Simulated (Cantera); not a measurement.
Input (Python, Cantera) and output of one run.

```python
import numpy as np
import cantera as ct

gas_names = """
    CH3 C2H2,acetylene
""".split()
cond_names = """
    TiC(s) TiC(L) Ti(a) Ti(b) Ti(L)
""".split()


# ... load() reads the species with a 1 bar reference pressure and builds the phases ...
species = {s.name: s for s in load("nasa_gas.yaml", gas_names) + load("nasa_condensed.yaml", cond_names)}
# Each term lists the table entries of one substance; the one whose range holds T is used.
reactions = {
    '4 TiC + 2 CH3(g) = 3 C2H2(g) + 4 Ti':
        [(-4, ['TiC(s)', 'TiC(L)']), (-2, ['CH3']), (3, ['C2H2,acetylene']), (4, ['Ti(a)', 'Ti(b)', 'Ti(L)'])],
}


def pick(names, T):
    return next(species[n] for n in names if species[n].thermo.min_temp <= T <= species[n].thermo.max_temp)


results = []
for label, terms in reactions.items():
    print(label)
    print("     T/K   dH/kJ  dS/(J/K)   dG/kJ   log10 K")
    for T in [1023, 1123, 1223, 1323, 1423, 1523, 1623, 1723]:
        used = [(nu, pick(names, T)) for nu, names in terms]
        dH = sum(nu * s.thermo.h(T) for nu, s in used) / 1e6
        dS = sum(nu * s.thermo.s(T) for nu, s in used) / 1e3
        dG = dH - T * dS / 1e3
        logK = -dG * 1e6 / (ct.gas_constant * T * np.log(10))
        results.append((label, T, dH, dS, dG, logK, [s.name for _, s in used]))
        print(f"{T:8g} {dH:8.1f} {dS:8.1f} {dG:8.1f} {logK:8.2f}")
```

Result:

```
4 TiC + 2 CH3(g) = 3 C2H2(g) + 4 Ti
     T/K   dH/kJ  dS/(J/K)   dG/kJ   log10 K
    1023   1131.9    249.8    876.4   -44.75
    1123   1134.8    252.5    851.3   -39.59
    1223   1151.2    266.7    825.0   -35.24
    1323   1150.8    266.4    798.4   -31.52
    1423   1150.7    266.3    771.7   -28.33
    1523   1151.1    266.6    745.1   -25.55
    1623   1151.8    267.0    718.4   -23.12
    1723   1153.0    267.7    691.7   -20.97
```

Standard-state values (1 bar) from the NASA 1993 polynomials, evaluated with Cantera. TiC: taken at fixed stoichiometry. Condensed species are held in their standard states even where they would react or evaporate.
